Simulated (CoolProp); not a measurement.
Saturation properties of n-undecane.

Values from CoolProp's reference Helmholtz-energy equation of state, Aleksandrov 2011. It is a short technical equation, of lower accuracy than the large ones.

| T (°C) | p (MPa) | liquid density (kg/m³) | enthalpy of vaporisation (kJ/kg) | liquid cp (kJ/(kg K)) | vapour Z |
|---|---|---|---|---|---|
| 181.25 | 0.06996 | 612.3 | 274.0 | 2.821 | 0.9464 |
| 185.85 | 0.07891 | 608.3 | 271.2 | 2.840 | 0.9418 |
| 190.55 | 0.08896 | 604.1 | 268.3 | 2.860 | 0.9369 |
| 195.15 | 0.09976 | 599.9 | 265.4 | 2.880 | 0.9317 |
| 199.75 | ___ | 595.7 | 262.5 | 2.899 | 0.9263 |
| 204.35 | 0.1244 | 591.5 | ___ | 2.919 | 0.9205 |
| 208.95 | 0.1384 | 587.1 | 256.6 | 2.939 | 0.9145 |
| 213.65 | ___ | 582.7 | 253.5 | 2.960 | 0.9080 |
| 218.25 | 0.1705 | 578.2 | 250.4 | 2.980 | 0.9014 |
| 222.85 | 0.1884 | 573.7 | 247.3 | 3.000 | 0.8944 |
| 227.45 | 0.2077 | 569.1 | 244.1 | ___ | 0.8870 |
| 232.05 | 0.2285 | 564.5 | 240.8 | 3.042 | 0.8794 |
| 236.75 | 0.2514 | 559.7 | 237.4 | 3.063 | 0.8711 |
| 241.35 | 0.2754 | 554.8 | ___ | 3.085 | 0.8627 |

Q: Some entries are withheld; supply them.

A: 
- 199.75, p (MPa): 0.1116
- 204.35, enthalpy of vaporisation (kJ/kg): 259.6
- 213.65, p (MPa): 0.1540
- 227.45, liquid cp (kJ/(kg K)): 3.021
- 241.35, enthalpy of vaporisation (kJ/kg): 234.0

It boils at 195.8 °C under 1 atm.
